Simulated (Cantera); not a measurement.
Input (Python, Cantera) and output of one run.

```python
import numpy as np
import cantera as ct

gas_names = """
    C CO COS CO2 CS CS2 C2 C2O C3 C3O2 C4 C5 Fe FeC5O5 FeO O O2 O3 S SO SO2 SO3 S2 S2O S8
""".split()
cond_names = """
    C(gr) Fe(a) Fe(c) Fe(d) Fe(L) FeC5O5(L) FeO(s) FeO(L) FeS(a) FeS(b) FeS(c) FeS(L) FeSO4(s) FeS2(s)
    Fe2O3(s) Fe2S3O12(s) Fe3O4(s) S(cr1) S(cr2) S(L)
""".split()


def load(file, names, dense=False):
    # The tables refer to 1 bar. Condensed volumes are neglected.
    table = {s.name: s for s in ct.Species.list_from_file(file)}
    out = []
    for n in names:
        d = dict(table[n].input_data)
        d["thermo"] = dict(d["thermo"], **{"reference-pressure": 1e5})
        if dense:
            d["equation-of-state"] = {"model": "constant-volume", "density": "1e6 g/cm^3"}
        out.append(ct.Species.from_dict(d))
    return out


gas = ct.Solution(thermo="ideal-gas", species=load("nasa_gas.yaml", gas_names))
cond = {s.name: ct.Solution(thermo="fixed-stoichiometry", species=[s], name=s.name)
        for s in load("nasa_condensed.yaml", cond_names, dense=True)}
atoms = {
    'Fe2O3': {'Fe': 2, 'O': 3},
    'SO2': {'S': 1, 'O': 2},
    'CO2': {'C': 1, 'O': 2},
}
top_T = {'C(gr)': 4500, 'FeSO4(s)': 950, 'FeS2(s)': 1010, 'Fe2O3(s)': 1830, 'Fe2S3O12(s)': 1100, 'Fe3O4(s)': 1870}  # K; cautious upper limits of use, not melting points


def equilibrate(T, P, feed):
    n = {}
    for name, mol in feed.items():
        for a, k in atoms[name].items():
            n[a] = n.get(a, 0.0) + k * mol
    gas.TPX = T, P, n
    mass = sum(n.values()) * gas.mean_molecular_weight
    gas.equilibrate("TP")
    valid = [c for c in cond.values() if c.min_temp <= T <= top_T.get(c.name, c.max_temp)]
    mix = ct.Mixture([(gas, mass / gas.mean_molecular_weight)] + [(c, 0.0) for c in valid])
    mix.T, mix.P = T, P
    mix.equilibrate("TP", solver="vcs", rtol=1e-11, max_steps=5000)
    return mix


results = []
feed = {'Fe2O3': 1, 'SO2': 0.17, 'CO2': 2.1}  # mol
T = 1123.15  # K
P = 4400  # Pa
mix = equilibrate(T, P, feed)
results.append((T, P, feed, dict(zip(mix.species_names, mix.species_moles))))
print(gas.report(threshold=1e-05))
for i in range(1, mix.n_phases):
    print(f"{mix.phase(i).name:16s} {mix.phase_moles(i):12.5e} mol")
```

Result:

```
       temperature   1123.2 K
          pressure   4400 Pa
           density   0.021443 kg/m^3
  mean mol. weight   45.51 kg/kmol
   phase of matter   gas

                          1 kg             1 kmol
                     ---------------   ---------------
          enthalpy       -7.6033e+06       -3.4603e+08  J
   internal energy       -7.8085e+06       -3.5537e+08  J
           entropy            6736.4        3.0658e+05  J/K
    Gibbs function       -1.5169e+07       -6.9036e+08  J
 heat capacity c_p            1218.5             55455  J/K
 heat capacity c_v            1035.8             47141  J/K

                      mass frac. Y      mole frac. X     chem. pot. / RT
                     ---------------   ---------------   ---------------
                CO        6.4712e-06        1.0514e-05           -52.335
               CO2           0.89458            0.9251           -74.194
               SO2            0.1054          0.074881           -70.632
     [  +22 minor]        1.5442e-05        9.4646e-06

C(gr)             0.00000e+00 mol
Fe(a)             0.00000e+00 mol
FeC5O5(L)         0.00000e+00 mol
FeO(s)            0.00000e+00 mol
FeS(c)            0.00000e+00 mol
Fe2O3(s)          1.00000e+00 mol
Fe3O4(s)          0.00000e+00 mol
S(L)              0.00000e+00 mol
```

Method: chemical equilibrium by Gibbs-energy minimisation in Cantera with the NASA 1993 tables (ideal gas, pure condensed phases).
